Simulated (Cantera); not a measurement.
Mixture: 5.42 % CH₄, 0.331 % CO, 16.7 % O₂, 62.9 % N₂, 14.6 % H₂O, equivalence ratio 0.66, at 2.76 atm, adiabatic and at constant pressure. Ignition delay is the time to a rise of 400 K.

Detailed kinetics in Cantera: GRI-Mech 3.0 (53 species, 325 reactions).

Problem. Predict: delay at 1198 K; delay at 1248 K; delay at 1298 K; delay at 1348 K; delay at 1398 K; delay at 1448 K; delay at 1498 K; apparent activation energy between 1398 and 1498 K.

Solution. 
```
Property                                                 Value
--------------------------------------------------  ----------
delay at 1198 K                                        18.5 ms
delay at 1248 K                                        9.95 ms
delay at 1298 K                                        5.48 ms
delay at 1348 K                                        3.09 ms
delay at 1398 K                                        1.77 ms
delay at 1448 K                                        1.03 ms
delay at 1498 K                                       0.612 ms
apparent activation energy between 1398 and 1498 K  180 kJ/mol
```
